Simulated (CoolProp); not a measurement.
Properties of R236FA along the isobar 0.101 MPa (Tc = 124.9 °C, pc = 3.191 MPa, ω = 0.377).

Values from CoolProp's reference Helmholtz-energy equation of state, Pan 2012.

```
T (°C)   phase         Z  cp (kJ/(kg K))  isothermal compressibility (1/MPa)  conductivity (mW/(m K))
------  ------  --------  --------------  ----------------------------------  -----------------------
-80.45  liquid  0.005729           1.180                           0.0008756                      108
-65.65  liquid  0.005452           1.166                            0.001034                      103
-50.85  liquid  0.005220           1.161                            0.001234                     97.2
-36.05  liquid  0.005027           1.164                            0.001489                     92.1
-21.25  liquid  0.004868           1.172                                 [?]                     87.2
-6.45   liquid  0.004738           1.187                            0.002255                     82.5
8.35       gas    0.9596          0.8159                                 [?]                      [?]
23.15      gas    0.9668          0.8356                               10.25                     12.5
37.95      gas    0.9724          0.8564                               10.19                     13.6
52.75      gas    0.9768          0.8779                               10.14                     14.9
67.65      gas    0.9803          0.9003                               10.10                     16.1
82.45      gas    0.9832             [?]                               10.07                      [?]
97.25      gas    0.9855          0.9464                               10.05                      [?]
112.05     gas    0.9875          0.9701                               10.03                      [?]
126.85     gas    0.9891          0.9941                               10.01                     21.9
```

Question: Complete the blanks.

Answer: 
- -21.25, isothermal compressibility (1/MPa): 0.001819
- 8.35, isothermal compressibility (1/MPa): 10.34
- 8.35, conductivity (mW/(m K)): 11.4
- 82.45, cp (kJ/(kg K)): 0.9231
- 82.45, conductivity (mW/(m K)): 17.5
- 97.25, conductivity (mW/(m K)): 18.9
- 112.05, conductivity (mW/(m K)): 20.3

Thermal conductivity comes from a separate model (Huber 2003), an estimate that may be off by 10 % or more.
